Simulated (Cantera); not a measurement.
Cantera run:

```python
import numpy as np
import cantera as ct

gas_names = """
    N NO NO2 NO3 N2 N2O O O2 O3 Si SiN SiO SiO2 Si2 Si2N Si3
""".split()
cond_names = """
    Si(cr) Si(L) SiO2(Lqz) SiO2(hqz) SiO2(L) Si2N2O(s) Si3N4(a)
""".split()


# ... load() reads the species with a 1 bar reference pressure and builds the phases ...
atoms = {
    'Si3N4': {'Si': 3, 'N': 4},
    'O2': {'O': 2},
}
top_T = {'Si2N2O(s)': 2100, 'Si3N4(a)': 2400}  # K; cautious upper limits of use, not melting points


# ... equilibrate(T, P, feed) seeds the gas with the atoms and calls Mixture.equilibrate('TP', solver="vcs", rtol=1e-11, max_steps=5000) ...
results = []
feed = {'Si3N4': 1, 'O2': 0.86}  # mol
T = 900  # K
P = 1333.22  # Pa
mix = equilibrate(T, P, feed)
results.append((T, P, feed, dict(zip(mix.species_names, mix.species_moles))))
x = sorted(zip(gas.X, gas.species_names), reverse=True)
print(f"T = {T:g} K  P = {P:g} Pa  gas = {mix.phase_moles(0):.4g} mol")
print("   x: " + "  ".join(f"{s} {v:.3e}" for v, s in x if v > 0.0001))
print("   condensed (mol): " + ("  ".join(f"{mix.phase(i).name} {mix.phase_moles(i):.4g}"
      for i in range(1, mix.n_phases) if mix.phase_moles(i) > 1e-12) or "none"))
```

Output:

```
T = 900 K  P = 1333.22 Pa  gas = 0.5733 mol
   x: N2 1.000e+00
   condensed (mol): SiO2(hqz) 0.1467  Si2N2O(s) 1.427
```

Cantera equilibrium calculation (NASA polynomials, part measured and part estimated; ideal gas, pure solids and liquids).
